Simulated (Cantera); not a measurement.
Input: 1 mol Si, 3.1 mol Cl2, 7.1 mol H2, equilibrated at 1448 K and 1.80 Torr.

Method: chemical equilibrium by Gibbs-energy minimisation in Cantera with the NASA 1993 tables (ideal gas, pure condensed phases). Candidate condensed phases: Si; 19 gas species. The tables' values for SiCl3 are old estimates; treat these amounts as uncertain. The numbers say what is thermodynamically allowed, not how fast it happens.

Base state: H2 0.501, HCl 0.400, SiCl2 0.0869, SiCl3 0.00848, SiCl4 0.00304, SiHCl3 0.000326, H 0.000133, Cl 8.66e-5 (mole fractions); condensed: gas only.

### Question
What changes in the equilibrium state with this change: temperature from 1448 K to 1700 K?

### Answer
```
species    before     after
-------  --------  --------
H2          0.501     0.491
HCl         0.400     0.408
SiCl2      0.0869    0.0955
Si        1.08e-7   2.22e-5
SiCl4     0.00304   9.92e-5
SiCl      3.44e-6  0.000103
H        0.000133   0.00211
```
The tables' values for SiCl3, SiCl are old estimates; treat these amounts as uncertain.
